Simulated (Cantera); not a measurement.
What does this Cantera script print?

```python
import numpy as np
import cantera as ct

gas_names = """
    CL CLF CLF3 CL2 F F2 N NF NF2 NF3 N2 Si SiCL SiCL2 SiCL3 SiCL4 SiF SiF2 SiF3 SiF4 SiN Si2 Si2N Si3
""".split()
cond_names = """
    Si(cr) Si(L) Si3N4(a)
""".split()


# ... load() reads the species with a 1 bar reference pressure and builds the phases ...
atoms = {
    'Si': {'Si': 1},
    'NF3': {'N': 1, 'F': 3},
    'Cl2': {'CL': 2},
}
top_T = {'Si3N4(a)': 2400}  # K; cautious upper limits of use, not melting points


# ... equilibrate(T, P, feed) seeds the gas with the atoms and calls Mixture.equilibrate('TP', solver="vcs", rtol=1e-11, max_steps=5000) ...
results = []
T = 1023  # K
P = 800  # Pa
for m in [0.86, 1, 1.2, 1.4, 1.7, 2, 2.3, 2.7, 3.2, 3.8, 4.5, 5.3]:
    feed = {'Si': 1, 'NF3': m, 'Cl2': 6.5}  # mol
    mix = equilibrate(T, P, feed)
    results.append((T, P, feed, dict(zip(mix.species_names, mix.species_moles))))
    x = sorted(zip(gas.X, gas.species_names), reverse=True)
    print(f"T = {T:g} K  P = {P:g} Pa  n(NF3) = {m:g} mol  gas = {mix.phase_moles(0):.4g} mol")
    print("   x: " + "  ".join(f"{s} {v:.3e}" for v, s in x if v > 1e-06))
    print("   condensed (mol): " + ("  ".join(f"{mix.phase(i).name} {mix.phase_moles(i):.4g}"
          for i in range(1, mix.n_phases) if mix.phase_moles(i) > 1e-12) or "none"))
```

Output:

```
T = 1023 K  P = 800 Pa  n(NF3) = 0.86 mol  gas = 7.24 mol
   x: CL2 7.970e-01  SiF4 8.909e-02  N2 5.940e-02  SiCL4 4.904e-02  CL 5.427e-03
   condensed (mol): none
T = 1023 K  P = 800 Pa  n(NF3) = 1 mol  gas = 7.52 mol
   x: CL2 7.951e-01  SiF4 9.973e-02  N2 6.649e-02  SiCL4 3.324e-02  CL 5.421e-03
   condensed (mol): none
T = 1023 K  P = 800 Pa  n(NF3) = 1.2 mol  gas = 7.921 mol
   x: CL2 7.926e-01  SiF4 1.136e-01  N2 7.574e-02  SiCL4 1.262e-02  CL 5.412e-03
   condensed (mol): none
T = 1023 K  P = 800 Pa  n(NF3) = 1.4 mol  gas = 8.322 mol
   x: CL2 7.664e-01  SiF4 1.202e-01  N2 8.411e-02  CLF 2.397e-02  CL 5.322e-03  F 5.685e-05
   condensed (mol): none
T = 1023 K  P = 800 Pa  n(NF3) = 1.7 mol  gas = 8.924 mol
   x: CL2 6.645e-01  CLF 1.230e-01  SiF4 1.121e-01  N2 9.525e-02  CL 4.955e-03  F 3.131e-04
   condensed (mol): none
T = 1023 K  P = 800 Pa  n(NF3) = 2 mol  gas = 9.525 mol
   x: CL2 5.754e-01  CLF 2.094e-01  SiF4 1.050e-01  N2 1.050e-01  CL 4.611e-03  F 5.730e-04
   condensed (mol): none
T = 1023 K  P = 800 Pa  n(NF3) = 2.3 mol  gas = 10.13 mol
   x: CL2 4.970e-01  CLF 2.856e-01  N2 1.136e-01  SiF4 9.876e-02  CL 4.286e-03  F 8.408e-04
   condensed (mol): none
T = 1023 K  P = 800 Pa  n(NF3) = 2.7 mol  gas = 10.93 mol
   x: CL2 4.059e-01  CLF 3.740e-01  N2 1.235e-01  SiF4 9.151e-02  CL 3.873e-03  F 1.218e-03
   condensed (mol): none
T = 1023 K  P = 800 Pa  n(NF3) = 3.2 mol  gas = 11.93 mol
   x: CLF 4.676e-01  CL2 3.093e-01  N2 1.341e-01  SiF4 8.382e-02  CL 3.381e-03  F 1.745e-03  F2 1.621e-06
   condensed (mol): none
T = 1023 K  P = 800 Pa  n(NF3) = 3.8 mol  gas = 13.13 mol
   x: CLF 5.609e-01  CL2 2.130e-01  N2 1.447e-01  SiF4 7.613e-02  CL 2.806e-03  F 2.522e-03  F2 3.385e-06
   condensed (mol): none
T = 1023 K  P = 800 Pa  n(NF3) = 4.5 mol  gas = 14.54 mol
   x: CLF 6.493e-01  N2 1.547e-01  CL2 1.212e-01  SiF4 6.876e-02  F 3.871e-03  CL 2.116e-03  F2 7.974e-06
   condensed (mol): none
T = 1023 K  P = 800 Pa  n(NF3) = 5.3 mol  gas = 16.17 mol
   x: CLF 7.279e-01  N2 1.639e-01  SiF4 6.183e-02  CL2 3.736e-02  F 7.817e-03  CL 1.175e-03  F2 3.251e-05
   condensed (mol): none
```

Equilibrium computed with Cantera from the NASA thermochemical tables; the gas is ideal and each condensed phase is pure.
